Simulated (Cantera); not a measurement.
A perfectly stirred reactor is fed with N2O = 1 (molar parts), at 0.910 bar; it is held at 1400 K, and followed from long to short residence time.

Computed with Cantera and GRI-Mech 3.0 (53 species, 325 reactions). GRI-Mech 3.0 was tuned for natural gas; its chemistry of N2O as a main component is partial and can be far from experiment. The temperature is held fixed by assumption; the heat of reaction is taken as removed at once.

Problem. What does this change do: temperature 1400 to 1200 K?

Solution. 
```
quantity                 before     after
---------------------  --------  --------
x(N2O) at τ = 18.0 s    0.00484    0.0932
x(NO2) at τ = 18.0 s   0.000203  0.000344
x(NO) at τ = 18.0 s      0.0267    0.0329
x(O) at τ = 18.0 s      2.80e-6   6.15e-7
x(N2) at τ = 18.0 s       0.650     0.588
x(N2O) at τ = 0.140 s     0.291     0.901
x(NO2) at τ = 0.140 s  0.000536   6.18e-5
x(NO) at τ = 0.140 s     0.0762   0.00673
x(O) at τ = 0.140 s     1.71e-5   1.67e-6
x(N2) at τ = 0.140 s      0.434    0.0625
```
The mechanism lacks the step 2 NO + O2 → 2 NO2, which can matter for NO2 below about 1400 K.
